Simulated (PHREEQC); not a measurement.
Model water analysis in mg/kgw, 20 °C, pH 6.38, pe 10.6:

```csv
constituent,mg/kgw
Na,1630
K,1.04
Ca,75.1
Mg,72
Cl,2020
S(6) as SO4,1100
Alkalinity as HCO3,87.9
N(5) as NO3,27.1
B,0.457
Br,19.6
Cu(2),58.7
```

Valence states are taken as typed.

Model: ion-association model, wateq4f.dat, run in PHREEQC.

```csv
quantity,before,after
ionic strength (mol/kgw),0.0915,0.0906
SO4-2 (mol/kgw),0.00907,0.00915
Mg+2 (mol/kgw),0.00228,0.00228
Ca+2 (mol/kgw),0.00148,0.00148
NaSO4- (mol/kgw),0.00118,0.00119
HCO3- (mol/kgw),0.00102,8.87e-5
SI of Cu(OH)2 (Cu(OH)2),+0.24,+1.61
SI of Gypsum (CaSO4:2H2O),-1.10,-1.09
```

Q: Which change was made?
A) pH from 6.38 to 7.38 at the same alkalinity
B) B from 0.457 to 0.229 mg/kgw
C) Cl from 2020 to 4040 mg/kgw
D) temperature from 20 to 75 °C at the same typed pH

A: A, pH from 6.38 to 7.38 at the same alkalinity

This is a speciation only: nothing precipitates in the calculation. Some of these states are supersaturated (in Malachite, Atacamite, Brochantite, for instance). The database's constant for dissolved Cu(OH)2 is higher than later reviews accept.
